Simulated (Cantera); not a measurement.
# SiHCl₃ + NH₃ + N₂ (silicon nitride deposition)

A closed system holds: 1 mol SiHCl₃, 0.19 mol NH₃, 7.4 mol N₂.

These are equilibrium values from Cantera (NASA tables, ideal gas, pure condensed phases), not measurements of a reactor. Candidate condensed phases: NH₄Cl, Si, Si₃N₄; 28 gas species. The tables' values for SiCl₃ are old estimates. Rates play no part.

### Question
Map the stable condensed phases over T = 877, 927, 977, 1027, 1077, 1127, 1177, 1227, 1277, 1327, 1377, 1427 °C and P in Pa = 5, 13, 36, 98, 260, 710, 1900, 5100, 14000, 37000, 100000.

### Answer
```
T in °C \ P in Pa
              5     13     36     98    260    710   1900   5100  14000  37000 100000
   1427       A      A      A      A      A      A      A      A      B      B      B
   1377       A      A      A      A      A      A      A      B      B      B      B
   1327       A      A      A      A      A      A      B      B      B      B      B
   1277       A      A      A      A      A      B      B      B      B      B      B
   1227       A      A      A      A      B      B      B      B      B      B      B
   1177       A      A      A      B      B      B      B      B      B      B      B
   1127       A      A      B      B      B      B      B      B      B      B      B
   1077       A      B      B      B      B      B      B      B      B      B      B
   1027       B      B      B      B      B      B      B      B      B      B      B
    977       B      B      B      B      B      B      B      B      B      B      B
    927       B      B      B      B      B      B      B      B      B      B      B
    877       B      B      B      B      B      B      B      B      B      B      B
```
A: gas only; B: Si₃N₄.
